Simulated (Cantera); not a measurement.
A closed system holds: 1 mol Si₂H₆, 0.5 mol CO₂, equilibrated at 0.100 bar.

Equilibrium computed with Cantera from the NASA thermochemical tables; the gas is ideal and each condensed phase is pure. Candidate condensed phases: C, C₆H₆, C₇H₈, C₈H₁₈, H₂O, Si, SiC, SiO₂; 123 gas species. The feed counts by its element totals alone. Mutual solubility and eutectic melting of coexisting phases are not modelled. The tables hold silica as quartz up to 1696 K and as liquid above; real silica turns to tridymite and cristobalite and melts near 1996 K. Rates play no part.

x: gas mole fraction; n: condensed amount in mol.

```tsv
T (°C)	x H₂	x SiO	x CO	x H	x H₂O	n Si(s)	n SiC(s)	n SiO₂(α-quartz)	n SiO₂(β-quartz)
552	1.000	<1e-12	<1e-12	2.51e-11	5.10e-12	1.00	0.500	0.500	0
627	1.000	4.98e-11	<1e-12	3.70e-10	6.26e-11	1.00	0.500	0	0.500
702	1.000	1.78e-9	___	3.62e-9	5.18e-10	1.00	0.500	0	0.500
777	1.000	3.80e-8	___	2.56e-8	3.14e-9	1.00	0.500	0	0.500
852	1.000	5.34e-7	___	1.41e-7	1.49e-8	1.00	0.500	0	0.500
927	1.000	5.36e-6	___	6.24e-7	5.80e-8	1.00	0.500	0	0.500
1002	1.000	4.08e-5	___	2.33e-6	1.92e-7	1.000	0.500	0	0.500
1077	1.000	0.000247	___	7.54e-6	5.52e-7	1.000	0.500	0	0.500
1152	0.999	0.00123	___	2.16e-5	1.42e-6	0.998	0.500	0	0.498
1227	0.995	0.00518	___	5.55e-5	3.29e-6	0.993	0.500	0	0.492
1302	0.980	0.0190	___	0.000130	6.96e-6	0.974	0.498	0	0.470
```

Some entries are withheld; supply them.


- 702, x CO: 2.68e-12
- 777, x CO: 1.03e-10
- 852, x CO: 2.40e-9
- 927, x CO: 3.77e-8
- 1002, x CO: 4.26e-7
- 1077, x CO: 3.66e-6
- 1152, x CO: 2.50e-5
- 1227, x CO: 0.000140
- 1302, x CO: 0.000667
